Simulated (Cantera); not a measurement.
Feed: 1 mol PbO, a varied amount of C, 0.028 mol CO, at 1650 K and 750 Torr.

Equilibrium computed with Cantera from the NASA thermochemical tables; the gas is ideal and each condensed phase is pure. Candidate condensed phases: C, Pb, PbO, PbO2, Pb3O4; 15 gas species. Each liquid is taken as pure. Mutual solubility and eutectic melting of coexisting phases are not modelled. Gases not in the tables: (PbO)n polymers. Equilibrium is a limit: real reactors are often held back by kinetics, nucleation or transport.

### Question
Which condensed phases are stable at each of these points (n(C) (mol)): 0.37, 0.44, 0.52, 0.61, 0.72, 0.85, 1, 1.2, 1.4, 1.7, 2, 2.3?

### Answer
| n(C) (mol) | condensed phases | Pb condensed (%) |
|---|---|---|
| 0.37 | Pb(l) + PbO(l) | 93.5 |
| 0.44 | Pb(l) + PbO(l) | 92.3 |
| 0.52 | Pb(l) | 94.4 |
| 0.61 | Pb(l) | 93.5 |
| 0.72 | Pb(l) | 92.5 |
| 0.85 | Pb(l) | 91.2 |
| 1 | C(graphite) + Pb(l) | 89.7 |
| 1.2 | C(graphite) + Pb(l) | 89.7 |
| 1.4 | C(graphite) + Pb(l) | 89.7 |
| 1.7 | C(graphite) + Pb(l) | 89.7 |
| 2 | C(graphite) + Pb(l) | 89.7 |
| 2.3 | C(graphite) + Pb(l) | 89.7 |

From 0.37 mol C to 0.44 mol C the condensed part is Pb(l) + PbO(l). From 0.52 mol C to 0.85 mol C the condensed part is Pb(l). From 1 mol C to 2.3 mol C the condensed part is C(graphite) + Pb(l).
